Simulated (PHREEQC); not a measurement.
**Copper plating or etch bath: an equilibrium model**

Dissolve 0.001 mol/kgw Cu(NO3)2, 0.0013 mol/kgw HCl and 0.00083 mol/kgw KCl at 31 °C. Closed to the air; pH follows from the charge balance.

Computed with PHREEQC (ion-association model, wateq4f.dat).

Each row changes one thing in this solution. Precipitation was switched off in this run.

```json
[
 {"case": "as made", "pH": "2.92", "ionic strength (mol/kgw)": "0.00512", "CuCl+ (mol/kgw)": "5.63e-6", "CuOH+ (mol/kgw)": "6.58e-9", "Cu2(OH)2+2 (mol/kgw)": "3.97e-11", "SI of Tenorite (CuO)": "-4.70", "SI of Cu(OH)2 (Cu(OH)2)": "-5.72"},
 {"case": "KCl left out", "pH": "2.91", "ionic strength (mol/kgw)": "0.00429", "CuCl+ (mol/kgw)": "3.52e-6", "CuOH+ (mol/kgw)": "6.67e-9", "Cu2(OH)2+2 (mol/kgw)": "4.03e-11", "SI of Tenorite (CuO)": "-4.69", "SI of Cu(OH)2 (Cu(OH)2)": "-5.71"},
 {"case": "diluted 10-fold with water", "pH": "3.90", "ionic strength (mol/kgw)": "0.000513", "CuCl+ (mol/kgw)": "6.89e-8", "CuOH+ (mol/kgw)": "7.30e-9", "Cu2(OH)2+2 (mol/kgw)": "4.40e-11", "SI of Tenorite (CuO)": "-3.65", "SI of Cu(OH)2 (Cu(OH)2)": "-4.67"},
 {"case": "0.00016 mol/kgw Na2SiO3 added", "pH": "3.04", "ionic strength (mol/kgw)": "0.00512", "CuCl+ (mol/kgw)": "5.63e-6", "CuOH+ (mol/kgw)": "8.73e-9", "Cu2(OH)2+2 (mol/kgw)": "6.98e-11", "SI of Tenorite (CuO)": "-4.45", "SI of Cu(OH)2 (Cu(OH)2)": "-5.47"},
 {"case": "HCl replaced by MnCl2 at the same molality", "pH": "5.26", "ionic strength (mol/kgw)": "0.00768", "CuCl+ (mol/kgw)": "8.46e-6", "CuOH+ (mol/kgw)": "1.38e-6", "Cu2(OH)2+2 (mol/kgw)": "1.81e-6", "SI of Tenorite (CuO)": "-0.04", "SI of Cu(OH)2 (Cu(OH)2)": "-1.06"},
 {"case": "KCl replaced by KOH at the same molality", "pH": "3.36", "ionic strength (mol/kgw)": "0.00429", "CuCl+ (mol/kgw)": "3.52e-6", "CuOH+ (mol/kgw)": "1.84e-8", "Cu2(OH)2+2 (mol/kgw)": "3.08e-10", "SI of Tenorite (CuO)": "-3.81", "SI of Cu(OH)2 (Cu(OH)2)": "-4.83"},
 {"case": "HCl replaced by PbCl2 at the same molality", "pH": "5.18", "ionic strength (mol/kgw)": "0.00742", "CuCl+ (mol/kgw)": "8.24e-6", "CuOH+ (mol/kgw)": "1.17e-6", "Cu2(OH)2+2 (mol/kgw)": "1.28e-6", "SI of Tenorite (CuO)": "-0.19", "SI of Cu(OH)2 (Cu(OH)2)": "-1.21"},
 {"case": "HCl replaced by FeCl3 at the same molality", "pH": "2.92", "ionic strength (mol/kgw)": "0.00926", "CuCl+ (mol/kgw)": "1.13e-5", "CuOH+ (mol/kgw)": "6.13e-9", "Cu2(OH)2+2 (mol/kgw)": "3.60e-11", "SI of Tenorite (CuO)": "-4.74", "SI of Cu(OH)2 (Cu(OH)2)": "-5.76"}
]
```

Complexes and solids missing from the database can't appear. Some of these states are supersaturated (in Quartz (slow to form), Hematite (slow to form), Goethite (slow to form), for instance).
